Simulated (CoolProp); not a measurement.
R113 along the isobar 8.85 MPa: fugacity coefficient from the reference equation and from simpler models built on Tc = 487.2 K, pc = 3.392 MPa, ω = 0.253; each cubic takes its own stable root.

Computed with CoolProp (reference Helmholtz-energy equation of state, Marx 1992).

```tsv
T (K)	phase	reference
330.9	liquid	0.02239
352.1	liquid	0.03946
373.2	liquid	0.06381
394.3	liquid	0.09633
415.5	liquid	0.1375
436.6	liquid	0.1865
457.7	liquid	0.2426
478.9	liquid	0.3044
500	supercritical	0.3694
```

### Question
How far does each simpler model (Redlich-Kwong, Soave-Redlich-Kwong, Peng-Robinson) lie from the reference over these 9 states: mean and median of the absolute difference, and the worst?

### Answer
- Redlich-Kwong: mean 27.2 %, median 22.3 %, worst +65.9 % at 330.9 K and 8.85 MPa
- Soave-Redlich-Kwong: mean 4.1 %, median 4.4 %, worst +4.7 % at 457.7 K and 8.85 MPa
- Peng-Robinson: mean 2.2 %, median 2.1 %, worst -2.5 % at 373.2 K and 8.85 MPa
